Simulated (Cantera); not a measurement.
# Gas-phase reforming

An isothermal, constant-pressure homogeneous reactor starts with CH₄ : CO₂ : H₂ = 1 : 0.41 : 0.17 (molar parts), at 1375 K and 17.0 bar.

Computed with Cantera and GRI-Mech 3.0 (53 species, 325 reactions). GRI-Mech 3.0 stops at C3 and has no aromatics, soot or wall deposition, so with more carbon than oxygen in the feed, carbon stays in small species such as C2H2 where larger ones or solid carbon would form. The pressure lies above the range GRI-Mech 3.0 was tuned for (to about 10 atm).

```
t (s)     x CH₄   x CO₂   x H₂    x CH₂O     x HCO
--------  -----  ------  -----  --------  --------
2.00e-5   0.633   0.259  0.108  5.01e-11    <1e-12
6.32e-5   0.633   0.259  0.108  9.37e-10    <1e-12
0.000200  0.633   0.259  0.108   5.97e-9    <1e-12
0.000632  0.633   0.259  0.108   2.06e-8    <1e-12
0.00200   0.632   0.259  0.108   5.18e-8    <1e-12
0.00632   0.632   0.259  0.108   8.48e-8  2.13e-12
0.0200    0.628   0.258  0.110   9.92e-8  6.38e-12
0.0632    0.617   0.254  0.115   1.06e-7  2.18e-11
0.200     0.585   0.242  0.131   1.28e-7  9.80e-11
0.632     0.515   0.198  0.148   2.29e-7  5.84e-10
2.00      0.439   0.113  0.132   4.38e-7   1.72e-9
6.32      0.417  0.0831  0.131   4.96e-7   2.26e-9
20.0      0.418  0.0756  0.145   4.67e-7   2.70e-9
63.2      0.409  0.0602  0.178   4.66e-7   3.60e-9
200       0.376  0.0391  0.235   5.56e-7   5.00e-9
```
x: mole fraction; the columns are a selection and need not sum to one.

Equilibrium at this temperature and pressure: CH₄ 0.242, CO₂ 0.000256, H₂ 0.414, CH₂O 1.09e-6, HCO 8.64e-9 (gas phase only).
